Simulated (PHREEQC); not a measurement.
Consider water at 25 °C with 5.4 mol/kgw NaCl, 0.045 mol/kgw SrCl2 and 0.097 mol/kgw MgCl2. Closed to the air; pH follows from the charge balance.

Model: Pitzer model, pitzer.dat, run in PHREEQC.

Precipitation was switched off in this run.

**Question.** What activity of water does the model give?

**Answer.** activity of water 0.774.

Species that the database lacks are ignored.
